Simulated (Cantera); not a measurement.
Charge: 1 mol Si₂Cl₆, 0.042 mol Cl₂, 36 mol H₂, at 1 atm.

These are equilibrium values from Cantera (NASA tables, ideal gas, pure condensed phases), not measurements of a reactor. Candidate condensed phases: Si; 19 gas species. The feed counts by its element totals alone. The tables' values for SiCl₃ are old estimates; treat these amounts as uncertain. Rates play no part.

x: gas mole fraction; n: condensed amount in mol.

| T (K) | x H₂ | x HCl | x SiCl₂ | x SiCl₄ | x SiHCl₃ | x SiCl₃ | n Si(s) |
|---|---|---|---|---|---|---|---|
| 873 | 0.952 | 0.00239 | 7.59e-6 | 0.0240 | 0.0205 | 5.56e-5 | 0.279 |
| 948 | 0.950 | 0.00514 | 4.24e-5 | 0.0237 | 0.0197 | 0.000172 | 0.309 |
| 1023 | 0.946 | 0.00982 | 0.000181 | 0.0229 | 0.0187 | 0.000443 | 0.356 |
| 1098 | 0.941 | … | … | 0.0214 | … | 0.000971 | … |
| 1173 | 0.933 | 0.0268 | 0.00174 | 0.0190 | 0.0155 | 0.00184 | 0.503 |
| 1248 | 0.924 | … | … | … | … | 0.00299 | … |
| 1323 | 0.912 | 0.0524 | 0.00822 | 0.0114 | 0.0101 | 0.00414 | 0.660 |
| 1398 | 0.901 | 0.0650 | 0.0138 | 0.00714 | 0.00695 | 0.00481 | 0.704 |
| 1473 | 0.892 | 0.0748 | 0.0197 | 0.00378 | 0.00424 | 0.00467 | 0.719 |
| 1548 | 0.886 | 0.0809 | 0.0246 | 0.00175 | 0.00235 | 0.00392 | 0.715 |
| 1623 | 0.883 | 0.0840 | 0.0279 | 0.000762 | 0.00124 | 0.00302 | 0.703 |

Q: Complete the blanks.

A: 
- 1098, x HCl: 0.0169
- 1098, x SiCl₂: 0.000619
- 1098, x SiHCl₃: 0.0173
- 1098, n Si(s): 0.422
- 1248, x HCl: 0.0390
- 1248, x SiCl₂: 0.00412
- 1248, x SiCl₄: 0.0156
- 1248, x SiHCl₃: 0.0130
- 1248, n Si(s): 0.589
